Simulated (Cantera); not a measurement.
Input: 1 mol n-butane, 3.5 mol CO₂, equilibrated at 13.3 mbar.

Method: chemical equilibrium by Gibbs-energy minimisation in Cantera with the NASA 1993 tables (ideal gas, pure condensed phases). Candidate condensed phases: C, C₆H₆, C₇H₈, C₈H₁₈, H₂O; 110 gas species. Rates play no part.

Over these rows the condensed part is C(graphite). Partial pressures as log10 of bar:

```
T (K)  1000/T (1/K)  log p H₂O  log p CO  log p H₂
-----  ------------  ---------  --------  --------
1125         0.8889      -5.56     -2.11     -2.26
1200         0.8333      -5.95     -2.11     -2.26
1275         0.7843      -6.30     -2.11     -2.26
1350         0.7407          ?     -2.11     -2.26
1425         0.7018      -6.88     -2.11     -2.26
1500         0.6667      -7.13     -2.11     -2.26
```

Task: Fit log p(H₂O) = a + b·(1000/T) to the five rows, give the apparent enthalpy, and predict the row at 1350 K.

Result: Means: 1000/T = 0.7750, log p = -6.364. Sxy = 0.237036, Sxx = 0.0335457, so b = 7.07 and a = -6.364 − (7.07)×0.7750 = -11.84.
Apparent enthalpy: −19.145 × (7.07) = -135 kJ/mol. With the condensed phases at unit activity, CO(g) + H₂(g) = H₂O(g) + C(graphite) links this pressure to the main gases: over the six rows their terms move log p by +0.00 in all, so the slope is close to that reaction's ΔH°. The five rows lie within 0.01 of the line.
Prediction at 1350 K: -11.84 + (7.07)×0.7407 = -6.60. The computed value is -6.61, 0.01 from the line.
